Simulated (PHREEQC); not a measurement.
Model water analysis in mg/L, 20 °C, pH 2.54, pe 11:

```json
[
 {"constituent": "Na", "mg/L": "63.7"},
 {"constituent": "K", "mg/L": "5.54"},
 {"constituent": "Ca", "mg/L": "93.3"},
 {"constituent": "Mg", "mg/L": "8.98"},
 {"constituent": "Cl", "mg/L": "66.7"},
 {"constituent": "S(6) as SO4", "mg/L": "591"},
 {"constituent": "Cu(2)", "mg/L": "7.2"},
 {"constituent": "F", "mg/L": "0.0909"}
]
```

Valence states are taken as typed.

The numbers come from PHREEQC with the ion-association model, wateq4f.dat.

### Question
The ionic strength comes out as 0.0179 mol/kgw. What activity coefficients do Na+, H+, SO4-2, Ca+2, Mg+2 get?

### Answer
Na+ 0.88, H+ 0.89, SO4-2 0.60, Ca+2 0.60, Mg+2 0.61.

Precipitation was switched off in this run.
